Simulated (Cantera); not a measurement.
Input (Python, Cantera) and output of one run.

```python
import numpy as np
import cantera as ct

gas_names = [...]  # 148 gases of nasa_gas.yaml made of Al, C, H, N, O
cond_names = """
    AL(cr) AL(L) ALN(s) AL2O3(a) AL2O3(L) C(gr) C6H6(L) C7H8(L) C8H18(L),n-octa H2O(s) H2O(L)
""".split()


# ... load() reads the species with a 1 bar reference pressure and builds the phases ...
atoms = {
    'Al(CH3)3': {'AL': 1, 'C': 3, 'H': 9},
    'N2O': {'N': 2, 'O': 1},
    'N2': {'N': 2},
}
top_T = {'ALN(s)': 2750, 'C(gr)': 4500}  # K; cautious upper limits of use, not melting points


# ... equilibrate(T, P, feed) seeds the gas with the atoms and calls Mixture.equilibrate('TP', solver="vcs", rtol=1e-11, max_steps=5000) ...
results = []
feed = {'Al(CH3)3': 1, 'N2O': 3.5, 'N2': 10}  # mol
P = 2100  # Pa
for T in [698, 848, 998, 1148, 1298, 1448, 1598, 1748, 1898, 2048, 2198]:
    mix = equilibrate(T, P, feed)
    results.append((T, P, feed, dict(zip(mix.species_names, mix.species_moles))))
    x = sorted(zip(gas.X, gas.species_names), reverse=True)
    print(f"T = {T:g} K  P = {P:g} Pa  gas = {mix.phase_moles(0):.4g} mol")
    print("   x: " + "  ".join(f"{s} {v:.3e}" for v, s in x if v > 0.001))
    print("   condensed (mol): " + ("  ".join(f"{mix.phase(i).name} {mix.phase_moles(i):.4g}"
          for i in range(1, mix.n_phases) if mix.phase_moles(i) > 1e-12) or "none"))
```

Output:

```
T = 698 K  P = 2100 Pa  gas = 18.73 mol
   x: N2 7.209e-01  H2 1.937e-01  H2O 3.262e-02  CO2 2.832e-02  CO 1.753e-02  CH4 6.986e-03
   condensed (mol): AL2O3(a) 0.5  C(gr) 2.011
T = 848 K  P = 2100 Pa  gas = 19.85 mol
   x: N2 6.802e-01  H2 2.223e-01  CO 8.992e-02  CO2 3.874e-03  H2O 3.098e-03
   condensed (mol): AL2O3(a) 0.5  C(gr) 1.125
T = 998 K  P = 2100 Pa  gas = 19.99 mol
   x: N2 6.753e-01  H2 2.247e-01  CO 9.960e-02
   condensed (mol): AL2O3(a) 0.5  C(gr) 1.004
T = 1148 K  P = 2100 Pa  gas = 20 mol
   x: N2 6.750e-01  H2 2.249e-01  CO 9.997e-02
   condensed (mol): AL2O3(a) 0.5  C(gr) 0.9998
T = 1298 K  P = 2100 Pa  gas = 20 mol
   x: N2 6.750e-01  H2 2.249e-01  CO 9.999e-02
   condensed (mol): AL2O3(a) 0.5  C(gr) 0.9983
T = 1448 K  P = 2100 Pa  gas = 20 mol
   x: N2 6.749e-01  H2 2.248e-01  CO 1.000e-01
   condensed (mol): AL2O3(a) 0.5  C(gr) 0.9942
T = 1598 K  P = 2100 Pa  gas = 20.67 mol
   x: N2 6.371e-01  H2 2.176e-01  CO 1.449e-01
   condensed (mol): ALN(s) 0.6636  AL2O3(a) 0.1682
T = 1748 K  P = 2100 Pa  gas = 20.67 mol
   x: N2 6.369e-01  H2 2.172e-01  CO 1.450e-01
   condensed (mol): ALN(s) 0.6641  AL2O3(a) 0.1674
T = 1898 K  P = 2100 Pa  gas = 20.74 mol
   x: N2 6.356e-01  H2 2.156e-01  CO 1.445e-01  H 2.505e-03  AL 1.099e-03
   condensed (mol): ALN(s) 0.6286  AL2O3(a) 0.1637
T = 2048 K  P = 2100 Pa  gas = 21.65 mol
   x: N2 6.235e-01  H2 2.042e-01  CO 1.385e-01  AL 1.411e-02  AL2O 1.231e-02  H 6.983e-03
   condensed (mol): AL2O3(a) 0.07762
T = 2198 K  P = 2100 Pa  gas = 21.77 mol
   x: N2 6.201e-01  H2 1.979e-01  CO 1.378e-01  H 1.710e-02  AL 1.519e-02  AL2O 1.144e-02
   condensed (mol): AL2O3(a) 0.08186
```

These are equilibrium values from Cantera (NASA tables, ideal gas, pure condensed phases), not measurements of a reactor. The feed counts by its element totals alone. Mutual solubility and eutectic melting of coexisting phases are not modelled. The tables' values for AlOH are old estimates; treat these amounts as uncertain. Condensed phases not in the tables: aluminium oxynitride.
